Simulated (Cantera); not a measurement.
A freely propagating, adiabatic, planar premixed flame of CH3OH : O2 : N2 : CO2 = 1 : 2 : 6.8 : 0.28 (molar parts), unburnt at 300 K and 1.60 bar; mixture-averaged transport, grid criteria slope 0.08 and curve 0.16, no radiation.

Model: GRI-Mech 3.0 (53 species, 325 reactions), integrated in Cantera. GRI-Mech 3.0 was tuned for natural gas; its chemistry of methanol as a main component is partial and can be far from experiment. Burning velocities carry a grid error of a few per cent, more on coarse grids.

x: mole fraction of selected species; z is measured from the peak of heat release.

```csv
z (mm),T (K),u (m/s),x CH3OH,x O2,x OH,x CH4,x CH2,x H2O2
-1.17,300,0.195,0.0991,0.198,<1e-8,<1e-8,<1e-8,2.24e-7
-0.777,303,0.197,0.0990,0.198,<1e-8,5.59e-8,<1e-8,3.36e-6
-0.583,318,0.207,0.0984,0.196,<1e-8,2.74e-7,<1e-8,1.81e-5
-0.389,415,0.272,0.0938,0.188,<1e-8,1.65e-6,<1e-8,0.000122
-0.194,…,0.557,…,…,<1e-8,…,<1e-8,…
-0.0971,1191,0.816,0.0354,0.118,5.60e-6,1.26e-5,<1e-8,0.000819
0,1580,1.10,0.00294,0.0807,0.000970,1.44e-5,5.87e-7,6.71e-5
0.0971,1723,1.19,2.25e-6,0.0624,0.00446,1.05e-6,2.28e-8,8.68e-7
0.194,1795,1.24,<1e-8,0.0559,0.00536,2.34e-8,<1e-8,6.82e-7
0.389,1876,1.29,<1e-8,0.0514,0.00510,<1e-8,<1e-8,4.42e-7
0.777,1939,1.32,<1e-8,0.0488,0.00393,<1e-8,<1e-8,2.57e-7
1.55,1975,1.35,<1e-8,0.0476,…,<1e-8,<1e-8,…
3.11,1989,1.35,<1e-8,0.0472,0.00185,<1e-8,<1e-8,1.02e-7
```

Q: Some entries are withheld; supply them.

A: 
- -0.194, T (K): 828
- -0.194, x CH3OH: 0.0663
- -0.194, x O2: 0.152
- -0.194, x CH4: 7.37e-6
- -0.194, x H2O2: 0.000568
- 1.55, x OH: 0.00262
- 1.55, x H2O2: 1.46e-7
